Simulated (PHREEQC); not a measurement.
Dissolve 0.063 mol NH4Cl and 0.075 mol K2HPO4 per kg of water at 65 °C. Closed to the air; pH follows from the charge balance.

Computed with PHREEQC (ion-association model, phreeqc.dat).

No solid was allowed to form.

Estimate the pH, specific conductance, ionic strength.

pH 7.55; specific conductance 38400 µS/cm; ionic strength 0.264 mol/kgw.

In which forms is N present?

NH4+ 87 %, NH3 13 % of the N.

Complexes and solids missing from the database can't appear. Away from 25 °C the constants follow the database's enthalpies or fits; those with neither stay at their 25 °C values.
